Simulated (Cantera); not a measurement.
Feed: 1 mol SiO₂, a varied amount of Al₂O₃, 8.5 mol O₂, held at 1398.15 K and 1 atm.

Points: n(Al2O3) (mol) = 0.25, 0.31, 0.39, 0.48, 0.59, 0.73, 0.91, 1.1, 1.4.

Cantera's Mixture.equilibrate('TP', solver="vcs", rtol=1e-11, max_steps=5000) on the NASA tables stopped like this:

```
*******************************************************************************
CanteraError thrown by VCS_SOLVE::solve_tp_inner:
vcs_solve_TP: ERROR on step change wt[16:AL2SiO5(an)]: -5.551115123125783e-17 < 0.0
*******************************************************************************
```

**Question.** What got this run through?

**Answer.** This is not unique; one that fits is The failure is numerical, not chemical. The same input converged with solver="gibbs", rtol=1e-10, max_steps=50000, and the result passed a check of the equilibrium conditions:
```
log10 of partial pressures in bar; condensed amounts in mol
  n(Al2O3)        O2 AL6Si2O13 SiO2(hqz)
      0.25     0.006   0.08333    0.8333
      0.31     0.006    0.1033    0.7933
      0.39     0.006      0.13      0.74
      0.48     0.006      0.16      0.68
      0.59     0.006    0.1967    0.6067
      0.73     0.006    0.2433    0.5133
      0.91     0.006    0.3033    0.3933
       1.1     0.006    0.3667    0.2667
       1.4     0.006    0.4667   0.06667
```

The gas is ideal and each condensed phase is pure. Mutual solubility and eutectic melting of coexisting phases are not modelled. The tables hold silica as quartz up to 1696 K and as liquid above; real silica turns to tridymite and cristobalite and melts near 1996 K. Condensed phases not in the tables: alloys, solid solutions and most ternary compounds.
